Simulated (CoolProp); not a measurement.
Properties of chloromethane (R40) at several states (Tc = 145.5 °C, pc = 6.929 MPa, ω = 0.150).

The numbers come from the reference Helmholtz-energy equation of state, Thol 2014 in CoolProp.

| T (°C) | p (MPa) | phase | density (kg/m³) | cp (kJ/(kg K)) | isothermal compressibility (1/MPa) | expansivity (1/kK) | fugacity coefficient |
|---|---|---|---|---|---|---|---|
| -4.45 | 0.0741 | gas | 1.706 | 0.8073 | 13.76 | 3.999 | 0.9817 |
| 199.45 | 0.0296 | gas | 0.3807 | … | 33.82 | 2.124 | 0.9990 |
| -33.45 | 8.36 | liquid | 1030 | 1.570 | 0.001141 | 1.567 | … |
| 224.25 | 4.77 | gas | 68.42 | 1.316 | 0.2483 | 3.412 | … |

Q: What belongs in the gaps?

A: 
- 199.45, cp (kJ/(kg K)): 1.058
- -33.45, fugacity coefficient: 0.009422
- 224.25, fugacity coefficient: 0.8650
